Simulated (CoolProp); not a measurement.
Vapour-liquid equilibrium of isohexane (1) + n-heptane (2) at 126.45 °C; x and y are mole fractions of (1).

Computed with CoolProp (multi-fluid Helmholtz-energy mixture model, Lemmon 2006 and Span 2003; pair parameters Bell 2016).

| x | bubble pressure, mixture model (bar) | bubble pressure, Raoult's law (bar) | y, mixture model | y, Raoult's law |
|---|---|---|---|---|
| 0.05 | … | 2.335 | 0.110 | 0.121 |
| 0.2 | … | 2.858 | 0.367 | 0.395 |
| 0.35 | 3.316 | 3.380 | … | 0.584 |
| 0.5 | 3.826 | 3.903 | 0.694 | 0.723 |
| 0.65 | 4.350 | 4.425 | 0.807 | 0.829 |
| 0.8 | … | 4.948 | … | 0.913 |
| 0.95 | 5.453 | 5.470 | 0.977 | 0.980 |

**Question.** What belongs in the gaps?

**Answer.** 
- 0.05, bubble pressure, mixture model (bar): 2.325
- 0.2, bubble pressure, mixture model (bar): 2.818
- 0.35, y, mixture model: 0.553
- 0.8, bubble pressure, mixture model (bar): 4.892
- 0.8, y, mixture model: 0.900

The largest gap from Raoult's law is -2.0 % in bubble pressure, at x = 0.5. No azeotrope shows between x = 0.05 and 0.95.

The pair parameters rest on a limited set of measurements; away from them the model extrapolates.
